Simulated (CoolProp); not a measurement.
A single-stage vapour-compression cycle with benzene: evaporating at 306.15 K (dew point), condensing at 362.15 K (bubble point), superheat 5 K, subcooling 8 K, compressor efficiency 0.9, no pressure losses. Each further row changes one setting.

The numbers come from the reference Helmholtz-energy equation of state, Thol 2012 in CoolProp.

```
case                              cooling COP  pressure ratio  discharge temperature (K)  refrigerating effect (kJ/kg)  volumetric capacity (kJ/m³)
--------------------------------  -----------  --------------  -------------------------  ----------------------------  ---------------------------
as stated                          (withheld)            7.29                      378.0                           345                          191
evaporating temperature 311.15 K   (withheld)      (withheld)                      375.9                           351                   (withheld)
condensing temperature 357.15 K          4.90            6.29                 (withheld)                           355                          196
subcooling 13 K                    (withheld)            7.29                      378.0                           355                          196
superheat 15 K                           4.40            7.29                 (withheld)                           357                          191
compressor efficiency 0.8                3.90            7.29                      384.9                           345                          191
```

Question: Fill in the missing entries.

Answer: 
- as stated, cooling COP: 4.39
- evaporating temperature 311.15 K, cooling COP: 4.98
- evaporating temperature 311.15 K, pressure ratio: 5.89
- evaporating temperature 311.15 K, volumetric capacity (kJ/m³): 237
- condensing temperature 357.15 K, discharge temperature (K): 373.0
- subcooling 13 K, cooling COP: 4.51
- superheat 15 K, discharge temperature (K): 387.6
